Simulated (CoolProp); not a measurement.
R143a at 256.47 K and 0.269 MPa flows at 7.2 m/s in a round tube of 50 mm bore and 0.25 µm roughness, fully developed (64/Re and Nu = 3.66 if laminar; Colebrook and Gnielinski if turbulent). Each further row changes one setting.

The numbers come from the reference Helmholtz-energy equation of state, Lemmon and Jacobsen 2000 in CoolProp.

| case | Reynolds number | Darcy friction factor | pressure drop (Pa/m) | heat-transfer coefficient (W/(m² K)) | mass flow (kg/h) |
|---|---|---|---|---|---|
| as stated | 434000 | … | … | … | … |
| velocity 14.4 m/s | 867000 | 0.0120 | 288 | … | 1180 |
| diameter 100 mm | 867000 | 0.0120 | … | … | … |

What belongs in the gaps?


- as stated, Darcy friction factor: 0.0136
- as stated, pressure drop (Pa/m): 81.3
- as stated, heat-transfer coefficient (W/(m² K)): 144
- as stated, mass flow (kg/h): 588
- velocity 14.4 m/s, heat-transfer coefficient (W/(m² K)): 255
- diameter 100 mm, pressure drop (Pa/m): 35.9
- diameter 100 mm, heat-transfer coefficient (W/(m² K)): 127
- diameter 100 mm, mass flow (kg/h): 2350

Viscosity comes from a separate model (Klein 1997), an estimate that may be off by 10 % or more. Thermal conductivity comes from a separate model (McLinden 2000), an estimate that may be off by 10 % or more.
